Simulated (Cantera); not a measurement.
A Cantera script and what it prints.

```python
import numpy as np
import cantera as ct

gas_names = """
    CL CL2 H HCL H2 N NH NH2 NH3 N2 N2H2 N2H4 Si SiCL SiCL2 SiCL3 SiCL4 SiH SiHCL3 SiH2 SiH2CL2 SiH3
    SiH3CL SiH4 SiN Si2 Si2N Si3
""".split()
cond_names = """
    NH4CL(a) NH4CL(b) Si(cr) Si(L) Si3N4(a)
""".split()


# ... load() reads the species with a 1 bar reference pressure and builds the phases ...
atoms = {
    'SiH2Cl2': {'Si': 1, 'H': 2, 'CL': 2},
    'NH3': {'N': 1, 'H': 3},
    'H2': {'H': 2},
}
top_T = {'Si3N4(a)': 2400}  # K; cautious upper limits of use, not melting points


# ... equilibrate(T, P, feed) seeds the gas with the atoms and calls Mixture.equilibrate('TP', solver="vcs", rtol=1e-11, max_steps=5000) ...
results = []
feed = {'SiH2Cl2': 1, 'NH3': 2.1, 'H2': 0.32}  # mol
P = 88000  # Pa
for T in [1150, 1250, 1350, 1450, 1550, 1650, 1750, 1850, 1950, 2050]:
    mix = equilibrate(T, P, feed)
    results.append((T, P, feed, dict(zip(mix.species_names, mix.species_moles))))

top = {s: max(r[3][s] / sum(r[3][g] for g in gas_names) for r in results) for s in gas_names}
cols = sorted((s for s in top if top[s] > 0.001), key=lambda s: -top[s])[:8]
seen = [c for c in cond_names if any(r[3].get(c, 0) > 1e-12 for r in results)]
print("log10 of partial pressures in bar; condensed amounts in mol")
print(f"{'T/K':>10s}" + "".join(f"{s[:9]:>10s}" for s in cols + seen))
for T, P, feed, n in results:
    ng = sum(n[g] for g in gas_names)
    print(f"{T:10.4g}" + "".join(f"{np.log10(max(n[s] / ng * P / 1e5, 1e-99)):10.3f}" for s in cols)
          + "".join(f"{n.get(c, 0):10.4g}" for c in seen))
```

It prints:

```
log10 of partial pressures in bar; condensed amounts in mol
       T/K        H2       HCL        N2     SiCL2     SiCL4     SiCL3         H    SiHCL3     Si(L)  Si3N4(a)
      1150    -0.258    -0.607    -1.172    -5.331    -1.876    -4.123    -7.256    -3.219         0    0.3025
      1250    -0.261    -0.597    -1.178    -4.346    -1.942    -3.572    -6.446    -3.055         0    0.3055
      1350    -0.263    -0.591    -1.181    -3.518    -2.011    -3.113    -5.754    -2.925         0    0.3068
      1450    -0.264    -0.591    -1.178    -2.822    -2.096    -2.740    -5.156    -2.833         0    0.3049
      1550    -0.264    -0.603    -1.163    -2.251    -2.225    -2.460    -4.634    -2.796         0    0.2962
      1650    -0.261    -0.634    -1.130    -1.810    -2.441    -2.296    -4.172    -2.844         0    0.2757
      1750    -0.257    -0.692    -1.081    -1.498    -2.772    -2.260    -3.762    -2.993         0    0.2422
      1850    -0.251    -0.775    -1.029    -1.292    -3.201    -2.330    -3.394    -3.226         0    0.2015
      1950    -0.245    -0.874    -0.985    -1.159    -3.688    -2.471    -3.063    -3.513         0    0.1611
      2050    -0.268    -0.897    -0.849    -1.171    -4.094    -2.647    -2.778    -3.833    0.4775         0
```

Method: chemical equilibrium by Gibbs-energy minimisation in Cantera with the NASA 1993 tables (ideal gas, pure condensed phases). The tables' values for SiCl3, SiCl are old estimates; treat these amounts as uncertain. Gases not in the tables: Si2H6 and higher silanes.
